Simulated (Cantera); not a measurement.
Feed: 1 mol Mg(OH)2, 0.096 mol C, 5.9 mol CO2, held at 1848.15 K and 10000 Pa.

Cantera equilibrium calculation (NASA polynomials, part measured and part estimated; ideal gas, pure solids and liquids). Candidate condensed phases: C, C6H6, C7H8, C8H18, H2O, Mg, MgCO3, MgO, Mg(OH)2; 116 gas species. Equilibrium is a limit: real reactors are often held back by kinetics, nucleation or transport.

Task: What is the equilibrium state?

Result: 
```json
{
 "x(CO2)": "0.828",
 "x(H2O)": "0.141",
 "x(CO)": "0.0283",
 "x(H2)": "0.00121",
 "x(O2)": "0.000953",
 "x(OH)": "0.000502",
 "x(H)": "5.83e-5",
 "x(O)": "1.85e-5",
 "x(Mg(OH)2)": "1.48e-6",
 "n(MgO(s))": "1.000 mol",
 "gas_amount": "7.005 mol",
 "log10 activity of C(graphite) (absent)": "-8.26",
 "log10 activity of Mg(l) (absent)": "-9.16"
}
```
